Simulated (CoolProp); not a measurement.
Vapour-liquid equilibrium of ammonia (1) + n-pentane (2) at 65.55 °C; x and y are mole fractions of (1).

Values from CoolProp's multi-fluid Helmholtz-energy mixture model, Gao 2020 and Thol 2019; pair parameters Bell 2016.

```csv
x,bubble pressure (MPa),y at the bubble point,dew pressure at overall composition x (MPa),liquid density (mol/L)
0.05,___,0.511,0.2649,8.347
0.125,1.036,0.752,0.2887,___
0.2,1.583,0.834,0.3168,9.459
0.275,2.057,0.869,0.3506,10.10
0.35,2.397,0.886,0.3919,10.81
0.425,2.598,0.894,0.4434,___
0.5,2.694,0.898,0.5101,12.54
0.575,2.735,0.900,0.6000,13.65
0.65,___,___,0.7289,15.04
0.725,2.790,0.905,0.9306,16.84
0.8,2.838,___,1.295,19.26
0.875,2.903,0.927,2.166,22.59
0.95,2.968,0.960,2.954,27.25
```

**Question.** Fill in the missing entries.

**Answer.** 
- 0.05, bubble pressure (MPa): 0.5215
- 0.125, liquid density (mol/L): 8.878
- 0.425, liquid density (mol/L): 11.61
- 0.65, bubble pressure (MPa): 2.759
- 0.65, y at the bubble point: 0.902
- 0.8, y at the bubble point: 0.912

No azeotrope shows between x = 0.05 and 0.95.

Pair parameters are fitted to limited data, so mixtures are less certain than the pure fluids. With so large a gap from Raoult's law the liquid may split in two, which this calculation doesn't test in full.
